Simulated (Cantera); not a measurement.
A Cantera script and what it prints.

```python
import numpy as np
import cantera as ct

gas_names = """
    CL CLO CL2 Fe FeCL FeCL2 FeCL3 FeO Fe2CL4 Fe2CL6 O O2 O3
""".split()
cond_names = """
    Fe(a) Fe(c) Fe(d) Fe(L) FeCL2(s) FeCL2(L) FeCL3(s) FeCL3(L) FeO(s) FeO(L) Fe2O3(s) Fe3O4(s)
""".split()


# ... load() reads the species with a 1 bar reference pressure and builds the phases ...
atoms = {
    'Fe2O3': {'Fe': 2, 'O': 3},
    'Cl2': {'CL': 2},
    'O2': {'O': 2},
}
top_T = {'Fe2O3(s)': 1830, 'Fe3O4(s)': 1870}  # K; cautious upper limits of use, not melting points


# ... equilibrate(T, P, feed) seeds the gas with the atoms and calls Mixture.equilibrate('TP', solver="vcs", rtol=1e-11, max_steps=5000) ...
results = []
feed = {'Fe2O3': 1, 'Cl2': 36, 'O2': 1.2}  # mol
T = 1600  # K
for P in [1, 3.6, 13, 46, 170, 600, 2200, 7700, 28000, 100000]:
    mix = equilibrate(T, P, feed)
    results.append((T, P, feed, dict(zip(mix.species_names, mix.species_moles))))

top = {s: max(r[3][s] / sum(r[3][g] for g in gas_names) for r in results) for s in gas_names}
cols = sorted((s for s in top if top[s] > 1e-06), key=lambda s: -top[s])[:7]
seen = [c for c in cond_names if any(r[3].get(c, 0) > 1e-12 for r in results)]
print("log10 of partial pressures in bar; condensed amounts in mol")
print(f"{'P/Pa':>10s}" + "".join(f"{s[:9]:>10s}" for s in cols + seen))
for T, P, feed, n in results:
    ng = sum(n[g] for g in gas_names)
    print(f"{P:10.4g}" + "".join(f"{np.log10(max(n[s] / ng * P / 1e5, 1e-99)):10.3f}" for s in cols)
          + "".join(f"{n.get(c, 0):10.4g}" for c in seen))
```

Output:

```
log10 of partial pressures in bar; condensed amounts in mol
      P/Pa        CL       CL2        O2     FeCL2     FeCL3         O       CLO
         1    -5.030    -8.141    -6.435    -6.560   -10.342    -8.056    -9.909
       3.6    -4.474    -7.030    -5.876    -6.003    -9.230    -7.776    -9.073
        13    -3.920    -5.921    -5.314    -5.444    -8.115    -7.496    -8.238
        46    -3.382    -4.846    -4.755    -4.888    -7.022    -7.216    -7.421
       170    -2.850    -3.781    -4.160    -4.300    -5.902    -6.919    -6.591
       600    -2.385    -2.853    -3.561    -3.721    -4.858    -6.619    -5.828
      2200    -1.974    -2.030    -2.934    -3.137    -3.863    -6.305    -5.102
      7700    -1.630    -1.342    -2.340    -2.619    -3.001    -6.009    -4.461
   2.8e+04    -1.309    -0.700    -1.746    -2.146    -2.207    -5.711    -3.843
     1e+05    -1.012    -0.105    -1.173    -1.736    -1.500    -5.425    -3.259
```

Cantera equilibrium calculation (NASA polynomials, part measured and part estimated; ideal gas, pure solids and liquids).
